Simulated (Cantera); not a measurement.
Input: 1 mol CuO, 110 mol H₂, 13 mol N₂, 0.17 mol H₂O, equilibrated at 26000 Pa.

These are equilibrium values from Cantera (NASA tables, ideal gas, pure condensed phases), not measurements of a reactor. Candidate condensed phases: Cu, CuO, Cu(OH)₂, Cu₂O, H₂O; 27 gas species. Equilibrium is a limit: real reactors are often held back by kinetics, nucleation or transport.

x: gas mole fraction; n: condensed amount in mol.

| T (K) | x H₂ | x N₂ | x H₂O | x Cu | x H | x Cu₂ | x NH₃ | n Cu(s) | n Cu(l) |
|---|---|---|---|---|---|---|---|---|---|
| 1275 | 0.885 | 0.106 | 0.00950 | 3.33e-7 | 1.36e-6 | 2.13e-11 | 9.66e-6 | 1.000 | [?] |
| 1375 | 0.885 | 0.106 | 0.00950 | 3.16e-6 | 6.32e-6 | 5.10e-10 | 6.57e-6 | 0 | 1.000 |
| 1475 | 0.885 | 0.106 | 0.00950 | 2.06e-5 | 2.39e-5 | 6.85e-9 | 4.70e-6 | 0 | 0.997 |
| 1575 | 0.885 | 0.106 | 0.00950 | 0.000105 | 7.67e-5 | 6.52e-8 | 3.51e-6 | 0 | 0.987 |
| 1675 | 0.884 | 0.105 | 0.00949 | 0.000439 | 0.000214 | 4.69e-7 | 2.71e-6 | 0 | 0.946 |
| 1775 | 0.883 | 0.105 | 0.00948 | 0.00155 | 0.000533 | 2.67e-6 | 2.15e-6 | 0 | [?] |
| 1875 | 0.880 | 0.105 | 0.00945 | 0.00478 | 0.00121 | 1.25e-5 | 1.75e-6 | 0 | [?] |
| 1975 | 0.875 | 0.105 | 0.00941 | 0.00801 | 0.00251 | 1.86e-5 | 1.44e-6 | 0 | [?] |

Q: Complete the blanks.

A: 
- 1275, n Cu(l): 0
- 1775, n Cu(l): 0.808
- 1875, n Cu(l): 0.405
- 1975, n Cu(l): 0
